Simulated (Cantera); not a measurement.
Input: 1 mol FeS, a varied amount of H₂, held at 1723.15 K and 10.0 mbar.

Method: chemical equilibrium by Gibbs-energy minimisation in Cantera with the NASA 1993 tables (ideal gas, pure condensed phases). Candidate condensed phases: Fe, FeS, FeS₂, S; 8 gas species. Rates play no part.

### Question
At 36 mol H₂, list the 4 most abundant gas species with their mole fractions, and the condensed phases.

### Answer
H₂ 0.976, H₂S 0.0112, S₂ 0.00658, SH 0.00280. Condensed: Fe(δ).
